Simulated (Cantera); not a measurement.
Charge: 1 mol MgO, a varied amount of HCl, 0.38 mol N2, equilibrated at 1550 K and 0.470 bar.

These are equilibrium values from Cantera (NASA tables, ideal gas, pure condensed phases), not measurements of a reactor. Candidate condensed phases: H2O, Mg, MgCl2, MgO, Mg(OH)2, NH4Cl; 38 gas species. Equilibrium is a limit: real reactors are often held back by kinetics, nucleation or transport.

Problem. What share of the Mg ends up in condensed phases as a function of n(HCl) (mol), at 1.1, 2.9, 4.7, 6.5, 8.3, 10, 12, 14, 16?

Solution. 
```
n(HCl) (mol)  Mg condensed (%)      as
------------  ----------------  ------
1.1                       91.6  MgO(s)
2.9                       78.0  MgO(s)
4.7                       64.3  MgO(s)
6.5                       50.6  MgO(s)
8.3                       36.9  MgO(s)
10                        24.0  MgO(s)
12                         8.8  MgO(s)
14                         0.0       -
16                         0.0       -
```
